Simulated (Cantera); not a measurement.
A freely propagating, adiabatic, planar premixed flame of CO : H₂ : O₂ : N₂ = 1 : 0.22 : 0.871 : 3.28 (molar parts), equivalence ratio 0.70, unburnt at 375 K and 75.0 Torr; mixture-averaged transport, grid criteria slope 0.08 and curve 0.16, no radiation.

Model: GRI-Mech 3.0 (53 species, 325 reactions), integrated in Cantera. Burning velocities carry a grid error of a few per cent, more on coarse grids.

**Question.** What does this change do: H2 0.22 to 0.28 parts?

**Answer.** 
```tsv
quantity	before	after
laminar burning velocity	77.1 cm/s	88.6 cm/s
thermal thickness	11.7 mm	11.4 mm
peak x(O)	0.0197	0.0195
peak x(HO₂)	8.83e-5	9.06e-5
```
